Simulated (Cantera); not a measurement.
**Thermodynamics of fluorocarbon and chlorocarbon gases, feed CF₄ + F₂ + H₂**

A closed system holds: 1 mol CF₄, a varied amount of F₂, 0.35 mol H₂, equilibrated at 3.30 Pa.

These are equilibrium values from Cantera (NASA tables, ideal gas, pure condensed phases), not measurements of a reactor. Candidate condensed phases: C, C₆H₆, C₇H₈, C₈H₁₈; 95 gas species. The numbers say what is thermodynamically allowed, not how fast it happens.

Stable condensed phases:

```
T in K \ n(F₂) in mol
         0.022 0.042 0.081  0.16   0.3  0.58   1.1   2.1
   2198      A     A     A     A     A     A     A     A
   2148      A     A     A     A     A     A     A     A
   2098      A     A     A     A     A     A     A     A
   2048      A     A     A     A     A     A     A     A
   1998      A     A     A     A     A     A     A     B
   1948      A     A     A     A     A     A     B     B
   1898      A     A     A     A     A     B     B     B
   1848      A     A     A     A     B     B     B     B
   1798      A     A     A     A     B     B     B     B
```

A: C; B: gas only.
